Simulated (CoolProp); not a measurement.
Vapour-liquid equilibrium of acetone (1) + ethanol (2) at 0.00331 bar; x and y are mole fractions of (1).

The numbers come from the multi-fluid Helmholtz-energy mixture model, Lemmon 2006 and Schroeder 2014; pair parameters Bell 2016 in CoolProp.

Question: Give the bubble temperature and the first vapour's composition at x = 0.05, 0.2, 0.95. Is there an azeotrope?

Answer: x = 0.05: 243.4 K, y = 0.574; x = 0.2: 233.0 K, y = 0.862; x = 0.95: 224.0 K, y = 0.991. No azeotrope shows between x = 0.05 and 0.95.

The pair parameters rest on a limited set of measurements; away from them the model extrapolates.
